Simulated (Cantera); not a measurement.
Cantera with NASA thermochemical tables; ideal gases at 1 bar, condensed phases pure. Values are per mole of reaction as written; species without (g) are pure solids or liquids, kept so even where they would boil at 1 bar.

4 TiCl4(g) + 2 Ti2O3 + NO2(g) → 8 TiOCl2(g) + N(g)

```
T (K)  ΔH° (kJ)  ΔS° (J/K)  ΔG° (kJ)  log10 K
-----  --------  ---------  --------  -------
300      2168.3      906.4    1896.4  -330.19
973      2114.2      819.5    1316.8   -70.69
1073     2104.3      809.8    1235.4   -60.14
1173          …          …         …        …
1273     2083.9      792.4    1075.2   -44.12
1373     2073.4      784.5     996.3   -37.90
1473     2062.8      777.0     918.3   -32.56
1573          …          …         …        …
1673          …          …         …        …
1773     2030.2      756.9     688.3   -20.28
```

**Question.** Some entries are withheld; supply them.

**Answer.** 
- 1173, ΔH° (kJ): 2094.2
- 1173, ΔS° (J/K): 800.8
- 1173, ΔG° (kJ): 1154.8
- 1173, log10 K: -51.42
- 1573, ΔH° (kJ): 2052.1
- 1573, ΔS° (J/K): 770.0
- 1573, ΔG° (kJ): 840.9
- 1573, log10 K: -27.92
- 1673, ΔH° (kJ): 2041.2
- 1673, ΔS° (J/K): 763.3
- 1673, ΔG° (kJ): 764.3
- 1673, log10 K: -23.86
